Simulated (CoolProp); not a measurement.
Sulfur dioxide at 287.7 K and 0.184 MPa is throttled through a valve to 0.0126 MPa with no heat exchange. Each further row changes one setting.

Model: reference Helmholtz-energy equation of state, Gao 2016, in CoolProp.

```tsv
case	temperature change (K)	final density (kg/m³)
as stated	-7.8	0.348
outlet pressure 0.00378 MPa	-8.2	0.104
outlet pressure 0.0164 MPa	-7.6	0.453
```
